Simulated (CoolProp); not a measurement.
Values from CoolProp's reference Helmholtz-energy equation of state, Lemmon 2003. It is a pseudo-pure fit of the blend.

For R410A, give the phase and the cp (kJ/(kg K)), cv (kJ/(kg K)), speed of sound (m/s), Joule-Thomson coefficient (K/MPa) at 246.3 K and 0.138 bar; 221.8 K and 0.316 bar.


- 246.3 K and 0.138 bar: gas; cp 0.734, cv 0.617, speed of sound 183, Joule-Thomson coefficient 41.0
- 221.8 K and 0.316 bar: gas; cp 0.719, cv 0.594, speed of sound 173, Joule-Thomson coefficient 65.1
